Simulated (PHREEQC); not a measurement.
## Brine: speciation

Solution (85 °C and 300 atm): 1.1 mol Na2CO3, 0.059 mol NaHCO3 and 0.00048 mol H4SiO4 per kg of water. Closed to the air; pH follows from the charge balance.

Equilibrium calculation in PHREEQC: Pitzer model, pitzer.dat.

Precipitation was switched off in this run.

**Question.** Estimate the pH.

**Answer.** pH 10.51.

**Question.** In which forms is C present?

**Answer.** CO3-2 94 %, HCO3- 6.5 % of the C.

Species that the database lacks are ignored. In brines, pH and single-ion activities rest on the MacInnes convention. Under pressure, the constants of complexes without a molar volume in the database are unreliable. At this temperature some constants are extrapolated from 25 °C, and those without enthalpy data are left unchanged.
